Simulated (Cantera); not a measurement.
Feed: 1 mol PbO, 0.071 mol H2, 4.9 mol N2, held at 502 °C and 1700 Pa.

These are equilibrium values from Cantera (NASA tables, ideal gas, pure condensed phases), not measurements of a reactor. Candidate condensed phases: H2O, Pb, PbO, PbO2, Pb3O4; 27 gas species. Rates play no part.

Base state: N2 0.986, H2O 0.0143 (mole fractions); condensed: Pb(l) + PbO(yellow).

What changes in the equilibrium state with this change: PbO replaced by Pb?


```json
[
 {"species": "N2", "before": "0.986", "after": "0.986"},
 {"species": "H2", "before": "7.93e-7", "after": "0.0143"},
 {"species": "H2O", "before": "0.0143", "after": "0"},
 {"species": "Pb(l), mol", "before": "0.0710", "after": "1.000"},
 {"species": "PbO(yellow), mol", "before": "0.929", "after": "0"}
]
```

What changes in the equilibrium state with this change: temperature from 502 °C to 1400 °C?


```
species            before     after
----------------  -------  --------
N2                  0.986     0.798
PbO               1.06e-9    0.0977
Pb                1.46e-6    0.0653
O2                  <1e-9    0.0263
H2O                0.0143    0.0115
NO                  <1e-9  0.000931
OH                  <1e-9  0.000169
O                   <1e-9   4.16e-5
Pb(l), mol         0.0710         0
PbO(yellow), mol    0.929         0
```
Gases not in the tables: (PbO)n polymers.
